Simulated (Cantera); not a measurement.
A closed system holds: 1 mol PbCl₂, 3 mol H₂, held at 1175 °C and 1.33 mbar.

Equilibrium computed with Cantera from the NASA thermochemical tables; the gas is ideal and each condensed phase is pure. Candidate condensed phases: Pb, PbCl₂; 10 gas species. The numbers say what is thermodynamically allowed, not how fast it happens.

Base state: H₂ 0.441, HCl 0.353, Pb 0.149, PbCl 0.0541, PbCl₂ 0.00231, H 0.000168, Cl 0.000110 (mole fractions); condensed: gas only.

Question: What changes in the equilibrium state with this change: H₂ from 3 to 11 mol?

Answer: 
```tsv
species	before	after
H₂	0.441	0.776
HCl	0.353	0.146
Pb	0.149	0.0693
PbCl	0.0541	0.00783
PbCl₂	0.00231	0.000105
Cl	0.000110	3.42e-5
H	0.000168	0.000223
```

Question: What changes in the equilibrium state with this change: H₂ from 3 to 36 mol?

Answer: 
| species | before | after |
|---|---|---|
| H₂ | 0.441 | 0.922 |
| HCl | 0.353 | 0.0517 |
| Pb | 0.149 | 0.0254 |
| PbCl | 0.0541 | 0.000930 |
| PbCl₂ | 0.00231 | 4.04e-6 |
| Cl | 0.000110 | 1.11e-5 |
